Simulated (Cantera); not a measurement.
Input: 1 mol TiO2, a varied amount of CH4, 0.023 mol CO, equilibrated at 1800 K and 0.220 bar.

Cantera equilibrium calculation (NASA polynomials, part measured and part estimated; ideal gas, pure solids and liquids). Candidate condensed phases: C, C6H6, C7H8, C8H18, H2O, Ti, TiC, TiO, TiO2, Ti2O3, Ti3O5, Ti4O7; 113 gas species. TiC: taken at fixed stoichiometry. Equilibrium is a limit: real reactors are often held back by kinetics, nucleation or transport.

Q: At 3.5 mol CH4, list the 6 most abundant gas species with their mole fractions, and the condensed phases.

A: H2 0.775, CO 0.224, H 0.000672, C2H2 (acetylene) 0.000136, CH4 0.000102, H2O 1.09e-5. Condensed: C(graphite) + TiC(s).
